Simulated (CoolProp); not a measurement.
Vapour-liquid equilibrium of CH2F2 (R32) (1) + R152A (2) at 0.0411 MPa; x and y are mole fractions of (1).

The numbers come from the multi-fluid Helmholtz-energy mixture model, Tillner-Roth 1997 and Outcalt 1996; pair parameters Bell 2016 in CoolProp.

Question: Give the bubble temperature and the first vapour's composition at x = 0.575, 0.875, 0.95. Is there an azeotrope?

Answer: x = 0.575: 211.8 K, y = 0.850; x = 0.875: 206.9 K, y = 0.966; x = 0.95: 205.9 K, y = 0.987. No azeotrope shows between x = 0.05 and 0.95.

The pair parameters rest on a limited set of measurements; away from them the model extrapolates.
